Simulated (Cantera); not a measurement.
Input (Python, Cantera):

```python
import numpy as np
import cantera as ct

gas = ct.Solution("gri30.yaml")
gas.TPX = 523, 1000000, {'CH4': 1, 'O2': 1.82, 'N2': 8.36}
flame = ct.FreeFlame(gas, width=0.008)
flame.set_refine_criteria(ratio=3, slope=0.08, curve=0.16)
flame.transport_model = "mixture-averaged"
flame.solve(loglevel=0, auto=True)
flame.transport_model = "multicomponent"
flame.soret_enabled = False
flame.solve(loglevel=0, refine_grid=True)
z, T = flame.grid, flame.T
thick = (T[-1] - T[0]) / np.gradient(T, z).max()
show = ['CH4', 'O2', 'CH2', 'CH2O', 'HO2', 'O']
print(f"laminar burning velocity  {flame.velocity[0] * 100:.3f} cm/s")
print(f"burnt temperature         {T[-1]:.1f} K")
print(f"thermal thickness         {thick * 1e3:.4f} mm")
print(f"grid points               {len(z)}")
z0 = z[flame.heat_release_rate.argmax()]
print(f"{'z/mm':>9s}{'T/K':>9s}{'u/(m/s)':>9s}" + "".join(f"{s:>11s}" for s in show))
rows = []
for k in (-3, -2, -1.5, -1, -0.5, -0.25, 0, 0.25, 0.5, 1, 2, 4, 8):
    zz = z0 + k * thick
    rows.append([k * thick, np.interp(zz, z, T), np.interp(zz, z, flame.velocity),
                 *(np.interp(zz, z, flame.X[gas.species_index(s)]) for s in show)])
    print(f"{rows[-1][0] * 1e3:9.3f}{rows[-1][1]:9.1f}{rows[-1][2]:9.3f}" + "".join(f"{x:11.3e}" for x in rows[-1][3:]))
```

Output:

```
laminar burning velocity  23.083 cm/s
burnt temperature         2183.8 K
thermal thickness         0.1125 mm
grid points               141
     z/mm      T/K  u/(m/s)        CH4         O2        CH2       CH2O        HO2          O
   -0.337    525.3    0.232  8.918e-02  1.624e-01  1.600e-18  1.060e-06  1.189e-07  1.716e-15
   -0.225    534.8    0.237  8.848e-02  1.615e-01  9.873e-17  6.958e-06  6.651e-07  7.967e-14
   -0.169    565.6    0.251  8.656e-02  1.590e-01  4.711e-15  3.420e-05  2.789e-06  2.420e-12
   -0.112    705.9    0.315  7.827e-02  1.478e-01  8.445e-13  2.230e-04  1.647e-05  2.330e-10
   -0.056   1170.5    0.528  4.966e-02  1.055e-01  3.954e-09  1.011e-03  8.135e-05  5.074e-07
   -0.028   1556.8    0.706  2.478e-02  6.549e-02  6.131e-07  9.968e-04  1.075e-04  1.211e-05
    0.000   1923.8    0.873  4.026e-03  2.403e-02  2.058e-05  2.773e-04  4.793e-05  1.229e-04
    0.028   2067.4    0.934  1.134e-04  6.391e-03  4.573e-06  1.920e-05  1.001e-05  3.083e-04
    0.056   2112.3    0.952  2.564e-06  2.596e-03  1.403e-07  5.352e-07  4.122e-06  2.530e-04
    0.112   2149.1    0.966  6.793e-09  9.506e-04  3.517e-10  2.460e-09  1.359e-06  1.127e-04
    0.225   2171.1    0.975  1.023e-11  2.918e-04  3.422e-13  9.763e-10  3.049e-07  3.457e-05
    0.450   2180.6    0.979  1.866e-13  8.118e-05  2.865e-15  9.170e-10  5.789e-08  1.010e-05
    0.900   2183.5    0.980  1.872e-13  3.399e-05  1.544e-15  8.958e-10  1.987e-08  4.775e-06
```

Computed with Cantera and GRI-Mech 3.0 (53 species, 325 reactions). Burning velocities carry a grid error of a few per cent, more on coarse grids.
